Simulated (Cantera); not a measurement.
An isothermal, constant-pressure homogeneous reactor starts with C2H4 : H2 = 1 : 1.6 (molar parts), at 1250 K and 128 Torr. Integrator tolerance rtol = 1e-08.

Computed with Cantera and GRI-Mech 3.0 (53 species, 325 reactions). GRI-Mech 3.0 was tuned for natural gas; its chemistry of ethylene as a main component is partial and can be far from experiment. GRI-Mech 3.0 stops at C3 and has no aromatics, soot or wall deposition, so with more carbon than oxygen in the feed, carbon stays in small species such as C2H2 where larger ones or solid carbon would form.

Task: What does this change do: C2H4 1 to 0.11 parts?

Result: 
```tsv
quantity	before	after
x(C2H4) at 20.0 s	0.0917 (gas-phase equilibrium 0.0599)	0.0140 (gas-phase equilibrium 0.00160)
x(H2) at 20.0 s	0.560 (gas-phase equilibrium 0.412)	0.900 (gas-phase equilibrium 0.867)
x(H) at 20.0 s	2.59e-6 (gas-phase equilibrium 7.57e-7)	4.09e-6 (gas-phase equilibrium 1.10e-6)
x(C2H2) at 20.0 s	0.172 (gas-phase equilibrium 0.151)	0.0168 (gas-phase equilibrium 0.00191)
x(C2H) at 20.0 s	2.32e-10 (gas-phase equilibrium 8.05e-11)	2.21e-11 (gas-phase equilibrium <1e-12)
x(C2H6) at 20.0 s	0.000701 (gas-phase equilibrium 0.000358)	0.000168 (gas-phase equilibrium 2.01e-5)
x(CH2) at 20.0 s	4.10e-11 (gas-phase equilibrium 1.38e-11)	1.56e-11 (gas-phase equilibrium 2.25e-12)
```

Task: What does this change do: H2 1.6 to 0.16 parts?

Result: 
| quantity | before | after |
|---|---|---|
| x(C2H4) at 20.0 s | 0.0917 (gas-phase equilibrium 0.0599) | 0.130 (gas-phase equilibrium 0.0920) |
| x(H2) at 20.0 s | 0.560 (gas-phase equilibrium 0.412) | 0.348 (gas-phase equilibrium 0.236) |
| x(H) at 20.0 s | 2.59e-6 (gas-phase equilibrium 7.57e-7) | 1.95e-6 (gas-phase equilibrium 5.73e-7) |
| x(C2H2) at 20.0 s | 0.172 (gas-phase equilibrium 0.151) | 0.388 (gas-phase equilibrium 0.404) |
| x(C2H) at 20.0 s | 2.32e-10 (gas-phase equilibrium 8.05e-11) | 6.34e-10 (gas-phase equilibrium 2.85e-10) |
| x(C2H6) at 20.0 s | 0.000701 (gas-phase equilibrium 0.000358) | 0.000612 (gas-phase equilibrium 0.000315) |
| x(CH2) at 20.0 s | 4.10e-11 (gas-phase equilibrium 1.38e-11) | 4.63e-11 (gas-phase equilibrium 1.71e-11) |

Task: What does this change do: temperature 1250 to 1800 K?

Result: 
```
quantity                                              before                                      after
-----------------  -----------------------------------------  -----------------------------------------
x(C2H4) at 20.0 s      0.0917 (gas-phase equilibrium 0.0599)  0.000784 (gas-phase equilibrium 0.000784)
x(H2) at 20.0 s          0.560 (gas-phase equilibrium 0.412)        0.719 (gas-phase equilibrium 0.719)
x(H) at 20.0 s       2.59e-6 (gas-phase equilibrium 7.57e-7)  0.000742 (gas-phase equilibrium 0.000742)
x(C2H2) at 20.0 s        0.172 (gas-phase equilibrium 0.151)        0.276 (gas-phase equilibrium 0.276)
x(C2H) at 20.0 s   2.32e-10 (gas-phase equilibrium 8.05e-11)    2.49e-6 (gas-phase equilibrium 2.49e-6)
x(C2H6) at 20.0 s  0.000701 (gas-phase equilibrium 0.000358)    1.24e-7 (gas-phase equilibrium 1.24e-7)
x(CH2) at 20.0 s   4.10e-11 (gas-phase equilibrium 1.38e-11)    7.58e-8 (gas-phase equilibrium 7.58e-8)
```
